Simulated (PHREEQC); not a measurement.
# Metal-bearing waste water: an equilibrium model

Solution (70 °C): 0.0034 mol FeCl3, 4.1e-05 mol CuCl2, 0.097 mol H2SO4 and 0.004 mol NaCl per kg of water. Closed to the air; pH follows from the charge balance.

All values are PHREEQC results (ion-association model, wateq4f.dat), not measurements.

| Item | Result |
|---|---|
| pH | 1.07 |
| ionic strength | 0.126 mol/kgw |
| total alkalinity | -201 meq/kg |

| species | molality | activity | log γ |
|---|---|---|---|
| H+ | 0.107 | 0.0858 | -0.095 |
| HSO4- | 0.0858 | 0.0638 | -0.129 |
| Cl- | 0.0142 | 0.0103 | -0.138 |
| SO4-2 | 0.00783 | 0.00247 | -0.501 |
| Na+ | 0.00394 | 0.00296 | -0.125 |
| FeSO4+ | 0.00177 | 0.00133 | -0.124 |
| FeHSO4+2 | 0.00126 | 0.000397 | -0.500 |

This is a speciation only: nothing precipitates in the calculation. Examples of supersaturated solids here: Hematite (slow to form), Goethite (slow to form). Others may be too. Away from 25 °C the constants follow the database's enthalpies or fits; those with neither stay at their 25 °C values.
